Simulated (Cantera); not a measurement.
Charge: 1 mol Pb, 65 mol N2, 0.12 mol CO, held at 1323 K and 0.0510 bar.

These are equilibrium values from Cantera (NASA tables, ideal gas, pure condensed phases), not measurements of a reactor. Candidate condensed phases: C, Pb, PbO, PbO2, Pb3O4; 27 gas species. The numbers say what is thermodynamically allowed, not how fast it happens.

Base state: N2 0.983, Pb 0.0151, CO 0.00181 (mole fractions); condensed: gas only.

### Question
What changes in the equilibrium state with this change: temperature from 1323 K to 750 K?

### Answer
| species | before | after |
|---|---|---|
| N2 | 0.983 | 0.998 |
| CO | 0.00181 | 0.00168 |
| CO2 | <1e-9 | 8.03e-5 |
| Pb | 0.0151 | 1.86e-7 |
| C(graphite), mol | 0 | 0.00523 |
| Pb(l), mol | 0 | 1.000 |
